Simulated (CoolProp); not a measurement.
The fluoroketone C6F12O (FK-5-1-12) along the isotherm 216.95 °C: fugacity coefficient from the reference equation and from simpler models built on Tc = 168.7 °C, pc = 1.869 MPa, ω = 0.471; each cubic takes its own stable root.

Model: reference Helmholtz-energy equation of state, McLinden 2015, in CoolProp.

```csv
p (MPa),phase,reference
0.719,gas,0.9115
1.44,gas,0.8274
2.16,supercritical,0.7470
2.88,supercritical,0.6704
3.59,supercritical,0.6018
4.31,supercritical,0.5448
5.03,supercritical,0.5012
5.75,supercritical,0.4679
6.47,supercritical,0.4421
7.19,supercritical,0.4218
7.91,supercritical,0.4058
8.63,supercritical,0.3930
9.35,supercritical,0.3828
```

Q: How far does each simpler model (van der Waals, Redlich-Kwong, Soave-Redlich-Kwong, Peng-Robinson) lie from the reference over these 13 states: mean and median of the absolute difference, and the worst?

A: 
- van der Waals: mean 2.4 %, median 2.5 %, worst -5.0 % at 216.95 °C and 3.59 MPa
- Redlich-Kwong: mean 3.9 %, median 4.3 %, worst -5.3 % at 216.95 °C and 4.31 MPa
- Soave-Redlich-Kwong: mean 5.3 %, median 5.8 %, worst +10.1 % at 216.95 °C and 9.35 MPa
- Peng-Robinson: mean 1.0 %, median 0.9 %, worst -2.4 % at 216.95 °C and 2.88 MPa
